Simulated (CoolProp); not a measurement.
R142b along the isobar 60.6 bar: fugacity coefficient from the reference equation and from simpler models built on Tc = 137.1 °C, pc = 40.55 bar, ω = 0.232; each cubic takes its own stable root.

Model: reference Helmholtz-energy equation of state, Lemmon 2006, in CoolProp. It is a short technical equation, of lower accuracy than the large ones.

```
T (°C)          phase  reference  van der Waals  Redlich-Kwong  Peng-Robinson
------  -------------  ---------  -------------  -------------  -------------
-58.05         liquid   0.001727        0.03702       0.003795       0.001801
-39.85         liquid   0.004999        0.05850       0.009887       0.005102
-21.65         liquid    0.01202        0.08626        0.02154        0.01212
-3.45          liquid    0.02500         0.1203        0.04089        0.02503
14.75          liquid    0.04629         0.1604        0.06970        0.04622
32.95          liquid    0.07805         0.2060         0.1090        0.07787
51.25          liquid     0.1221         0.2566         0.1593         0.1218
69.45          liquid     0.1786         0.3109         0.2194         0.1783
87.65          liquid     0.2473         0.3680         0.2879         0.2469
105.85         liquid     0.3267         0.4268         0.3624         0.3258
124.05         liquid     0.4139         0.4861         0.4401         0.4112
142.25  supercritical     0.5043         0.5442         0.5169         0.4977
160.45  supercritical     0.5888         0.5993         0.5872         0.5756
178.65  supercritical     0.6523         0.6481         0.6437         0.6354
196.85  supercritical     0.6998         0.6880         0.6873         0.6820
```
